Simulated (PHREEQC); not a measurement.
Buffer

A solution holds 0.0044 mol NaHSO4, 0.002 mol NH3 and 0.26 mol LiCl per kg of water, at 25 °C. Closed to the air; pH follows from the charge balance.

Equilibrium calculation in PHREEQC: ion-association model, wateq4f.dat.

Each row changes one thing in this solution. Precipitation was switched off in this run.

```
case                              pH  ionic strength (mol/kgw)  SO4-2 (mol/kgw)  HSO4- (mol/kgw)  NH4SO4- (mol/kgw)  NaSO4- (mol/kgw)  SI of Mirabilite (Na2SO4:10H2O)
------------------------------  ----  ------------------------  ---------------  ---------------  -----------------  ----------------  -------------------------------
as made                         2.76                     0.271          0.00319         0.000198            2.17e-5           1.83e-5                            -7.00
diluted 2-fold with water       3.04                     0.136          0.00177          7.03e-5            7.62e-6           6.50e-6                            -7.68
NH3 from 0.002 to 0.01 mol/kgw  9.48                     0.271          0.00332         3.95e-11            5.02e-5           1.91e-5                            -6.98
temperature from 25 to 30 °C    2.77                     0.271          0.00318         0.000217         (withheld)           1.87e-5                            -7.23
LiCl left out                   2.76                    0.0120       (withheld)         0.000469            6.14e-5           5.35e-5                            -6.32
diluted 5-fold with water       3.40                    0.0544         0.000780          1.65e-5            1.79e-6           1.54e-6                            -8.63
```

### Question
Fill in the missing entries.

### Answer

- temperature from 25 to 30 °C, NH4SO4- (mol/kgw): 2.15e-5
- LiCl left out, SO4-2 (mol/kgw): 0.00382
